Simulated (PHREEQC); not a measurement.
# Metal-bearing waste water: an equilibrium model

Consider water at 20 °C with 25 mmol/kgw CdCl2, 0.83 mmol/kgw CuCl2 and 0.33 mmol/kgw NaHCO3. Closed to the air; pH follows from the charge balance.

All values are PHREEQC results (ion-association model, wateq4f.dat), not measurements.

Each row changes one thing in this solution. Precipitation was switched off in this run.

| case | pH | ionic strength (mol/kgw) | Cl- (mol/kgw) | CdCl+ (mol/kgw) | Cd+2 (mol/kgw) | CdCl2 (mol/kgw) | SI of CdOHCl (CdOHCl) | SI of Otavite (CdCO3) |
|---|---|---|---|---|---|---|---|---|
| as made | 6.29 | 0.0448 | 0.0346 | 0.0142 | 0.00936 | 0.00136 | -1.22 | +1.71 |
| CdCl2 from 0.025 to 0.005 mol/kgw | 6.27 | 0.0137 | 0.00974 | 0.00179 | 0.00314 | 5.62e-5 | -2.12 | +1.34 |
| CuCl2 from 0.00083 to 0.000913 mol/kgw | 6.27 | 0.0450 | 0.0348 | 0.0142 | 0.00935 | 0.00136 | -1.25 | +1.67 |
| CuCl2 replaced by SrCl2 at the same molality | 7.01 | 0.0451 | 0.0346 | 0.0142 | 0.00935 | 0.00135 | -0.51 | +2.69 |
| CuCl2 from 0.00083 to 0.000415 mol/kgw | 6.46 | 0.0439 | 0.0339 | 0.0142 | 0.00945 | 0.00133 | -1.05 | +1.98 |
| CuCl2 from 0.00083 to 0.000166 mol/kgw | 6.65 | 0.0433 | 0.0335 | 0.0141 | 0.00950 | 0.00131 | -0.86 | +2.25 |
| CdCl2 from 0.025 to 0.0125 mol/kgw | 6.28 | 0.0267 | 0.0198 | 0.00606 | 0.00606 | 0.000358 | -1.59 | +1.57 |
| 0.036 mol/kgw HF added | 2.33 | 0.0507 | 0.0350 | 0.0140 | 0.00942 | 0.00132 | -5.19 | -5.84 |

Species that the database lacks are ignored. Some of these states are supersaturated (in Otavite, Atacamite, Malachite, for instance). wateq4f.dat counts part of the HF as a dimer, H2F2, which phreeqc.dat doesn't know; its constant is uncertain. The database's constant for dissolved Cu(OH)2 is higher than later reviews accept.
